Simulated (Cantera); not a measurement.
# Low-pressure radical oxidation in H2/O2

An isothermal, constant-pressure homogeneous reactor starts with H2 : O2 = 0.0093 : 1 (molar parts), at 1148 K and 6.00 Torr.

Cantera simulation using the H2/O2 subset of GRI-Mech 3.0, which has no nitrogen chemistry; the numbers are that mechanism's predictions, not measurements. Radical loss at walls, strong at low pressure, is not modelled.

| t (s) | x H2 | x O2 | x OH | x H2O2 | x H |
|---|---|---|---|---|---|
| 5.00e-6 | 0.00921 | 0.991 | <1e-12 | <1e-12 | 8.75e-12 |
| 4.46e-5 | 0.00921 | 0.991 | 1.67e-11 | <1e-12 | 6.36e-11 |
| 0.000398 | 0.00921 | 0.991 | 5.54e-10 | <1e-12 | 2.29e-10 |
| 0.00355 | 0.00921 | 0.991 | 3.21e-8 | 3.12e-12 | 5.68e-9 |
| 0.0316 | 5.73e-5 | 0.983 | 0.000681 | 1.33e-8 | 0.000457 |
| 0.282 | 2.17e-5 | 0.986 | 0.000472 | 1.05e-8 | 0.000184 |
| 2.51 | 2.12e-6 | 0.990 | 0.000148 | 6.76e-9 | 5.54e-6 |
| 22.4 | 5.42e-8 | 0.991 | 2.40e-5 | 8.96e-10 | 2.31e-8 |
| 200 | 2.32e-9 | 0.991 | 4.99e-6 | 5.82e-11 | 2.08e-10 |
x: mole fraction; the columns are a selection and need not sum to one.

Equilibrium at this temperature and pressure: H2 4.30e-10, O2 0.991, OH 2.15e-6, H2O2 1.21e-11, H 1.67e-11 (gas phase only).
